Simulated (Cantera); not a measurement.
A Cantera script and what it prints.

```python
import numpy as np
import cantera as ct

gas_names = """
    H H2 H2S N NH NH2 NH3 N2 N2H2 N2H4 Pb PbS Pb2 S SH SN S2 S8
""".split()
cond_names = """
    Pb(cr) Pb(L) PbS(s) PbS(L) S(cr1) S(cr2) S(L)
""".split()


# ... load() reads the species with a 1 bar reference pressure and builds the phases ...
atoms = {
    'PbS': {'Pb': 1, 'S': 1},
    'H2': {'H': 2},
    'N2': {'N': 2},
}
top_T = {}  # K; cautious upper limits of use, not melting points


# ... equilibrate(T, P, feed) seeds the gas with the atoms and calls Mixture.equilibrate('TP', solver="vcs", rtol=1e-11, max_steps=5000) ...
results = []
feed = {'PbS': 1, 'H2': 84, 'N2': 11}  # mol
P = 100000  # Pa
for T in [973, 1073, 1173, 1273, 1373, 1473, 1573, 1673, 1773, 1873, 1973, 2073, 2173]:
    mix = equilibrate(T, P, feed)
    results.append((T, P, feed, dict(zip(mix.species_names, mix.species_moles))))

top = {s: max(r[3][s] / sum(r[3][g] for g in gas_names) for r in results) for s in gas_names}
cols = sorted((s for s in top if top[s] > 0.0001), key=lambda s: -top[s])[:9]
seen = [c for c in cond_names if any(r[3].get(c, 0) > 1e-12 for r in results)]
print("log10 of partial pressures in bar; condensed amounts in mol")
print(f"{'T/K':>10s}" + "".join(f"{s[:9]:>10s}" for s in cols + seen))
for T, P, feed, n in results:
    ng = sum(n[g] for g in gas_names)
    print(f"{T:10.4g}" + "".join(f"{np.log10(max(n[s] / ng * P / 1e5, 1e-99)):10.3f}" for s in cols)
          + "".join(f"{n.get(c, 0):10.4g}" for c in seen))
```

It prints:

```
log10 of partial pressures in bar; condensed amounts in mol
       T/K        H2        N2       H2S        Pb         H       PbS        SH        S2       NH3     Pb(L)
       973    -0.059    -0.937    -1.979    -5.058    -8.995    -4.427    -7.408    -8.367    -3.712    0.9956
      1073    -0.059    -0.937    -1.986    -4.136    -7.883    -3.707    -6.591    -7.481    -3.988    0.9744
      1173    -0.059    -0.937    -2.010    -3.375    -6.958    -3.131    -5.932    -6.780    -4.219    0.8895
      1273    -0.059    -0.938    -2.073    -2.736    -6.177    -2.691    -5.418    -6.274    -4.417    0.6307
      1373    -0.061    -0.941    -2.198    -2.197    -5.508    -2.391    -5.049    -5.977    -4.589         0
      1473    -0.061    -0.941    -2.171    -2.170    -4.929    -2.438    -4.597    -5.456    -4.735         0
      1573    -0.062    -0.941    -2.152    -2.147    -4.422    -2.484    -4.205    -5.008    -4.862         0
      1673    -0.062    -0.941    -2.138    -2.127    -3.974    -2.530    -3.864    -4.620    -4.974         0
      1773    -0.062    -0.941    -2.132    -2.110    -3.577    -2.577    -3.568    -4.288    -5.073         0
      1873    -0.062    -0.941    -2.134    -2.094    -3.221    -2.627    -3.311    -4.006    -5.162         0
      1973    -0.063    -0.941    -2.146    -2.079    -2.901    -2.683    -3.090    -3.774    -5.242         0
      2073    -0.063    -0.942    -2.170    -2.066    -2.612    -2.746    -2.904    -3.590    -5.314         0
      2173    -0.064    -0.942    -2.207    -2.053    -2.349    -2.819    -2.750    -3.452    -5.380         0
```

Equilibrium computed with Cantera from the NASA thermochemical tables; the gas is ideal and each condensed phase is pure. Gases not in the tables: S3 to S7.
